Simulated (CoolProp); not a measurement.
Oxygen at 268.19 K and 0.467 MPa is throttled through a valve to 0.321 MPa with no heat exchange. Each further row changes one setting.

Computed with CoolProp (reference Helmholtz-energy equation of state, Schmidt 1985).

```csv
case,temperature change (K),final density (kg/m³)
as stated,[?],4.63
outlet pressure 0.0963 MPa,[?],1.39
outlet pressure 0.417 MPa,[?],[?]
```

**Question.** Complete the blanks.

**Answer.** 
- as stated, temperature change (K): -0.5
- outlet pressure 0.0963 MPa, temperature change (K): -1.2
- outlet pressure 0.417 MPa, temperature change (K): -0.2
- outlet pressure 0.417 MPa, final density (kg/m³): 6.01
